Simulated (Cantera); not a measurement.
A Cantera script and what it prints.

```python
import numpy as np
import cantera as ct

gas_names = """
    NH3 NO2 PH3 O
""".split()
cond_names = """
    P4O10(s)
""".split()


# ... load() reads the species with a 1 bar reference pressure and builds the phases ...
species = {s.name: s for s in load("nasa_gas.yaml", gas_names) + load("nasa_condensed.yaml", cond_names)}
# Each term lists the table entries of one substance; the one whose range holds T is used.
reactions = {
    '4 NH3(g) + P4O10 = 4 NO2(g) + 4 PH3(g) + 2 O(g)':
        [(-4, ['NH3']), (-1, ['P4O10(s)']), (4, ['NO2']), (4, ['PH3']), (2, ['O'])],
}


def pick(names, T):
    return next(species[n] for n in names if species[n].thermo.min_temp <= T <= species[n].thermo.max_temp)


results = []
for label, terms in reactions.items():
    print(label)
    print("     T/K   dH/kJ  dS/(J/K)   dG/kJ   log10 K")
    for T in [300, 473, 523, 573, 623, 673]:
        used = [(nu, pick(names, T)) for nu, names in terms]
        dH = sum(nu * s.thermo.h(T) for nu, s in used) / 1e6
        dS = sum(nu * s.thermo.s(T) for nu, s in used) / 1e3
        dG = dH - T * dS / 1e3
        logK = -dG * 1e6 / (ct.gas_constant * T * np.log(10))
        results.append((label, T, dH, dS, dG, logK, [s.name for _, s in used]))
        print(f"{T:8g} {dH:8.1f} {dS:8.1f} {dG:8.1f} {logK:8.2f}")
```

It prints:

```
4 NH3(g) + P4O10 = 4 NO2(g) + 4 PH3(g) + 2 O(g)
     T/K   dH/kJ  dS/(J/K)   dG/kJ   log10 K
     300   3850.6   1124.0   3513.3  -611.72
     473   3843.9   1107.4   3320.1  -366.64
     523   3840.7   1100.9   3264.9  -326.08
     573   3836.9   1094.0   3210.1  -292.62
     623   3832.7   1086.9   3155.5  -264.57
     673   3827.9   1079.6   3101.4  -240.71
```

Standard-state values (1 bar) from the NASA 1993 polynomials, evaluated with Cantera. Condensed species are held in their standard states even where they would react or evaporate.
